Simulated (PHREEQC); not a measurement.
0.39 g of hydrous ferric oxide (600 m²/g; 0.2 weak and 0.005 strong sites per Fe, Dzombak-Morel constants, diffuse double layer) in 1 kg of water with 0.01 mol/kgw of an inert sodium salt and 3.1e-06 mol/kgw BaCl2 and 6.7e-05 mol/kgw ZnCl2, at 25 °C; the pH is set by adding NaOH or the inert anion's acid. O2 is buffered at 0.21 atm. The system is closed to CO2. No solid was allowed to form.

Base run: PHREEQC, ion-association model, wateq4f.dat. Each further column changes one thing. The table gives Zn sorbed (%).

```csv
pH,base,no electrostatic term (-no_edl),background salt from 0.01 to 0.001 mol/kgw,oxide from 0.39 to 2 g/kgw,0.00022 mol/kgw MgCl2 added
3,0.0,0.0,0.0,0.0,0.0
4.33,0.2,0.3,0.1,0.9,0.2
5,2.4,5.9,1.9,11.1,2.4
6.33,42.3,69.3,42.0,93.8,42.3
7.67,98.8,99.6,99.0,100.0,98.6
9,100.0,99.7,100.0,100.0,99.8
9.67,100.0,97.0,100.0,100.0,99.7
11,99.9,26.3,99.9,100.0,99.0
```

The oxide is taken as insoluble; below pH 4 it would dissolve. In at least one series the solution becomes supersaturated in solids that the run did not let form, among them Zn(OH)2-e.
